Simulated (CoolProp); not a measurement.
Saturation properties of CF4 (R14) (Tc = 227.4 K, pc = 3.762 MPa, ω = 0.178).

Computed with CoolProp (reference Helmholtz-energy equation of state, Platzer 1990). This equation is an older, rougher fit; its heat capacities, sound speeds and derivatives of the liquid may be far off and weren't checked against measurements.

```
T (K)  p (MPa)  liquid density (kg/m³)  vapour density (kg/m³)  surface tension (mN/m)  liquid viscosity (µPa s)  liquid conductivity (mW/(m K))
-----  -------  ----------------------  ----------------------  ----------------------  ------------------------  ------------------------------
181     0.7344                    1390                   50.69                    5.91                       131                            68.7
184.5   0.8527                    1366                   58.97                    5.36                       124                            66.1
188     0.9845                    1340                   68.40                    4.83                       118                            63.5
191.5    1.131                    1314                   79.13                    4.30                       112                            60.9
195      1.293                    1286                   91.39                    3.79                       106                            58.3
198.4    1.465                    1257                   105.0                    3.30                       100                            55.7
201.9    1.661                    1226                   121.1                    2.82                      94.7                            53.1
205.4    1.875                    1192                   139.9                    2.35                      89.1                            50.5
208.9    2.109                    1155                   162.0                    1.90                      83.4                            47.8
212.4    2.364                    1114                   188.5                    1.47                      77.6                            45.2
```

It boils at 145.1 K under 1 atm.

Viscosity comes from a separate model (Huber 2003), an estimate that may be off by 10 % or more. Thermal conductivity comes from a separate model (Huber 2003), an estimate that may be off by 10 % or more. Surface tension comes from a separate correlation (Mulero 2012).
